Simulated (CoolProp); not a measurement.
Vapour-liquid equilibrium of propane (1) + R227EA (2) at -36.55 °C; x and y are mole fractions of (1).

Model: multi-fluid Helmholtz-energy mixture model, Lemmon 2009 and Lemmon 2016; pair parameters Bell 2016, in CoolProp.

```json
[
 {"x": "0.05", "bubble pressure, mixture model (kPa)": "62.00", "bubble pressure, Raoult's law (kPa)": "43.16", "y, mixture model": "0.398", "y, Raoult's law": "0.149"},
 {"x": "0.125", "bubble pressure, mixture model (kPa)": "88.55", "bubble pressure, Raoult's law (kPa)": "49.91", "y, mixture model": "0.601", "y, Raoult's law": "0.322"},
 {"x": "0.2", "bubble pressure, mixture model (kPa)": "106.5", "bubble pressure, Raoult's law (kPa)": "56.66", "y, mixture model": "0.684", "y, Raoult's law": "0.454"},
 {"x": "0.275", "bubble pressure, mixture model (kPa)": "117.8", "bubble pressure, Raoult's law (kPa)": "63.41", "y, mixture model": "0.727", "y, Raoult's law": "0.558"},
 {"x": "0.35", "bubble pressure, mixture model (kPa)": "124.7", "bubble pressure, Raoult's law (kPa)": "70.17", "y, mixture model": "0.751", "y, Raoult's law": "0.642"},
 {"x": "0.425", "bubble pressure, mixture model (kPa)": "128.6", "bubble pressure, Raoult's law (kPa)": "76.92", "y, mixture model": "0.765", "y, Raoult's law": "0.711"},
 {"x": "0.5", "bubble pressure, mixture model (kPa)": "130.8", "bubble pressure, Raoult's law (kPa)": "83.67", "y, mixture model": "0.774", "y, Raoult's law": "0.769"},
 {"x": "0.575", "bubble pressure, mixture model (kPa)": "132.3", "bubble pressure, Raoult's law (kPa)": "90.42", "y, mixture model": "0.782", "y, Raoult's law": "0.818"},
 {"x": "0.65", "bubble pressure, mixture model (kPa)": "133.5", "bubble pressure, Raoult's law (kPa)": "97.17", "y, mixture model": "0.790", "y, Raoult's law": "0.861"},
 {"x": "0.725", "bubble pressure, mixture model (kPa)": "134.6", "bubble pressure, Raoult's law (kPa)": "103.9", "y, mixture model": "0.803", "y, Raoult's law": "0.898"},
 {"x": "0.8", "bubble pressure, mixture model (kPa)": "135.5", "bubble pressure, Raoult's law (kPa)": "110.7", "y, mixture model": "0.823", "y, Raoult's law": "0.930"},
 {"x": "0.875", "bubble pressure, mixture model (kPa)": "135.5", "bubble pressure, Raoult's law (kPa)": "117.4", "y, mixture model": "0.859", "y, Raoult's law": "0.959"},
 {"x": "0.95", "bubble pressure, mixture model (kPa)": "133.0", "bubble pressure, Raoult's law (kPa)": "124.2", "y, mixture model": "0.925", "y, Raoult's law": "0.984"}
]
```

The largest gap from Raoult's law is +88.0 % in bubble pressure, at x = 0.2. y crosses x between x = 0.8 and 0.875: the model has an azeotrope there.

The pair parameters rest on a limited set of measurements; away from them the model extrapolates. With so large a gap from Raoult's law the liquid may split in two, which this calculation doesn't test in full.
